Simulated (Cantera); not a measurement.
Cantera with NASA thermochemical tables; ideal gases at 1 bar, condensed phases pure. Values are per mole of reaction as written; species without (g) are pure solids or liquids, kept so even where they would boil at 1 bar.

Between 1423 and 2323 K, where is each reaction favourable under standard conditions?
- Al2Cl6(g) + N2(g) → 2 AlN + 3 Cl2(g)
- N2(g) + 2 AlCl(g) → 2 AlN + Cl2(g)
- 2 AlCl(g) + N2(g) → 2 AlN + 2 Cl(g)


- Al2Cl6(g) + N2(g) → 2 AlN + 3 Cl2(g): ΔG° is 613 kJ at 1423 K and 589 kJ at 2323 K; it stays positive (K < 1). ΔH° is 651 kJ and ΔS° 26 J/K at 2323 K.
- N2(g) + 2 AlCl(g) → 2 AlN + Cl2(g): ΔG° is -2 kJ at 1423 K and 311 kJ at 2323 K; it changes sign between 1423 and 1523 K. ΔH° is -483 kJ and ΔS° -342 J/K at 2323 K.
- 2 AlCl(g) + N2(g) → 2 AlN + 2 Cl(g): ΔG° is 78 kJ at 1423 K and 282 kJ at 2323 K; it stays positive (K < 1). ΔH° is -227 kJ and ΔS° -219 J/K at 2323 K.
